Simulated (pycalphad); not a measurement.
CALPHAD calculation (pycalphad, COST 507 light-alloy database (1999)), 1 atm. No gas phase is included, though pure Mg would boil below 1650 K. The data set is of 1999 and partly superseded. Kinetics are ignored, which matters at the lower temperatures.

Molar enthalpy of Al-0.26Mg-14.82Si (at.%) in equilibrium (SER reference):

```json
[
 {"T (K)": "1650", "H (kJ/mol)": "54.93", "phases": "liquid"},
 {"T (K)": "1550", "H (kJ/mol)": "51.81", "phases": "liquid"},
 {"T (K)": "1450", "H (kJ/mol)": "48.70", "phases": "liquid"},
 {"T (K)": "1350", "H (kJ/mol)": "45.59", "phases": "liquid"},
 {"T (K)": "1250", "H (kJ/mol)": "42.48", "phases": "liquid"},
 {"T (K)": "1150", "H (kJ/mol)": "39.38", "phases": "liquid"},
 {"T (K)": "1050", "H (kJ/mol)": "36.28", "phases": "liquid"},
 {"T (K)": "950", "H (kJ/mol)": "33.19", "phases": "liquid"},
 {"T (K)": "900", "H (kJ/mol)": "31.65", "phases": "liquid"},
 {"T (K)": "850", "H (kJ/mol)": "28.90", "phases": "liquid + diamond (Si)"},
 {"T (K)": "800", "H (kJ/mol)": "13.94", "phases": "fcc + diamond (Si)"},
 {"T (K)": "750", "H (kJ/mol)": "12.31", "phases": "fcc + diamond (Si)"},
 {"T (K)": "650", "H (kJ/mol)": "9.20", "phases": "fcc + diamond (Si) + MG2SI"},
 {"T (K)": "550", "H (kJ/mol)": "6.36", "phases": "fcc + diamond (Si) + MG2SI"},
 {"T (K)": "450", "H (kJ/mol)": "3.69", "phases": "fcc + diamond (Si) + MG2SI"},
 {"T (K)": "350", "H (kJ/mol)": "1.17", "phases": "fcc + diamond (Si) + MG2SI"}
]
```

Cooling from 900 K to 800 K, across the freezing range, releases 17.7 kJ/mol, or 652 J/g. The slope is 31 J/(mol K) in the liquid and 33 J/(mol K) just below the solidus, where it includes any heat of precipitation. Liquidus 893 K, solidus 842 K. Changes were sought between steps of 50 K, so a narrower field can be missed.

Database names, with the compositions (at.%) that they take in these runs: MG2SI: Mg 67 Si 33.
